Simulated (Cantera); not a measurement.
Hydrocarbon pyrolysis for carbon deposition

A perfectly stirred reactor is fed with 22.7 % CH4, 77.3 % N2, at 0.0132 atm; it is held at 1550 K, and followed from long to short residence time.

Detailed kinetics in Cantera: GRI-Mech 3.0 (53 species, 325 reactions). GRI-Mech 3.0 stops at C3 and has no aromatics, soot or wall deposition, so with more carbon than oxygen in the feed, carbon stays in small species such as C2H2 where larger ones or solid carbon would form. Radical loss at walls, strong at low pressure, is not modelled.

| τ (s) | x CH4 | x C2H6 | x C2H | x C2H2 | x HCN | x H |
|---|---|---|---|---|---|---|
| 0.45 | 0.187 | 8.93e-5 | 8.21e-9 | 0.0124 | 5.01e-9 | 1.19e-5 |
| 0.20 | 0.211 | 8.05e-5 | 2.12e-9 | 0.00322 | 6.37e-10 | 4.27e-6 |
| 0.086 | 0.224 | 3.31e-5 | 1.87e-10 | 0.000265 | 2.29e-11 | 7.87e-7 |
| 0.038 | 0.227 | 7.51e-6 | 1.24e-11 | 1.15e-5 | 1.01e-12 | 1.72e-7 |
| 0.017 | 0.227 | 1.34e-6 | <1e-12 | 4.53e-7 | <1e-12 | 7.64e-8 |
| 0.0074 | 0.227 | 1.85e-7 | <1e-12 | 1.58e-8 | <1e-12 | 5.80e-8 |
| 0.0033 | 0.227 | 2.24e-8 | <1e-12 | 6.06e-10 | <1e-12 | 5.44e-8 |
| 0.0014 | 0.227 | 2.05e-9 | <1e-12 | 1.89e-11 | <1e-12 | 5.34e-8 |
| 0.00063 | 0.227 | 2.00e-10 | <1e-12 | <1e-12 | <1e-12 | 5.26e-8 |
| 0.00028 | 0.227 | 1.78e-11 | <1e-12 | <1e-12 | <1e-12 | 5.11e-8 |
| 0.00012 | 0.227 | 1.33e-12 | <1e-12 | <1e-12 | <1e-12 | 4.79e-8 |
x: mole fraction; the columns are a selection and need not sum to one.
